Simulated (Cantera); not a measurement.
Feed: 1 mol CCl4, 0.084 mol F2, 4.5 mol H2, held at 120 Pa.

Cantera equilibrium calculation (NASA polynomials, part measured and part estimated; ideal gas, pure solids and liquids). Candidate condensed phases: C, C6H6, C7H8, C8H18; 135 gas species. Ions and electrons are included (thermal ionisation). Rates play no part.

Q: At 4500 K, list the 7 most abundant gas species with their mole fractions, and the condensed phases.

A: H 0.635, Cl 0.282, C 0.0705, F 0.0118, e- 9.77e-5, C+ 8.64e-5, H2 4.05e-5. Condensed: gas only.
